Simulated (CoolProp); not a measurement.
Neopentane along the isotherm 190.05 °C: fugacity coefficient from the reference equation and from simpler models built on Tc = 160.6 °C, pc = 31.96 bar, ω = 0.196; each cubic takes its own stable root.

Values from CoolProp's reference Helmholtz-energy equation of state, Lemmon 2006. It is a short technical equation, of lower accuracy than the large ones.

```
p (bar)          phase  reference
-------  -------------  ---------
26.6               gas     0.7805
53.3     supercritical     0.5675
79.9     supercritical     0.4390
107      supercritical     0.3738
133      supercritical     0.3384
160      supercritical     0.3163
186      supercritical     0.3035
213      supercritical     0.2960
240      supercritical     0.2927
266      supercritical     0.2924
293      supercritical     0.2947
320      supercritical     0.2990
```

Q: How far does each simpler model (Redlich-Kwong, Soave-Redlich-Kwong, Peng-Robinson) lie from the reference over these 12 states: mean and median of the absolute difference, and the worst?

A: 
- Redlich-Kwong: mean 2.8 %, median 3.2 %, worst +4.4 % at 190.05 °C and 320 bar
- Soave-Redlich-Kwong: mean 6.4 %, median 7.5 %, worst +9.2 % at 190.05 °C and 320 bar
- Peng-Robinson: mean 3.9 %, median 3.2 %, worst -7.3 % at 190.05 °C and 320 bar
